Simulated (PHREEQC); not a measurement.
Model water analysis in mmol/kgw, 25 °C, pH 2.95, pe 11.4: Na 2.14; K 0.14; Ca 2.3; Mg 0.225; Cl 1.64; S(6) 4.07; Si 0.0797; Mn(2) 0.0916.

Valence states are taken as typed.

All values are PHREEQC results (ion-association model, wateq4f.dat), not measurements.

Each row changes one thing in this solution. No solid was allowed to form.

| case | ionic strength (mol/kgw) | SO4-2 (mol/kgw) | Ca+2 (mol/kgw) | CaSO4 (mol/kgw) | HSO4- (mol/kgw) | Mg+2 (mol/kgw) | SI of Quartz (SiO2) | SI of Gypsum (CaSO4:2H2O) |
|---|---|---|---|---|---|---|---|---|
| as made | 0.0133 | 0.00325 | 0.00182 | 0.000474 | 0.000252 | 0.000172 | -0.12 | -1.04 |
| Cl from 1.64 to 4.92 mmol/kgw | (withheld) | 0.00327 | 0.00184 | (withheld) | 0.000249 | 0.000174 | -0.12 | -1.06 |
| all concentrations times 2 at the same typed pH | (withheld) | 0.00616 | 0.00332 | 0.00127 | 0.000434 | 0.000309 | +0.18 | -0.61 |
| K from 0.14 to 0.07 mmol/kgw | 0.0133 | 0.00325 | 0.00182 | (withheld) | 0.000252 | 0.000172 | -0.12 | -1.04 |

Q: Some entries are withheld; supply them.

A: 
- Cl from 1.64 to 4.92 mmol/kgw, ionic strength (mol/kgw): 0.0150
- Cl from 1.64 to 4.92 mmol/kgw, CaSO4 (mol/kgw): 0.000459
- all concentrations times 2 at the same typed pH, ionic strength (mol/kgw): 0.0246
- K from 0.14 to 0.07 mmol/kgw, CaSO4 (mol/kgw): 0.000475

Complexes and solids missing from the database can't appear. Some of these states are supersaturated (in Quartz (slow to form), for instance).
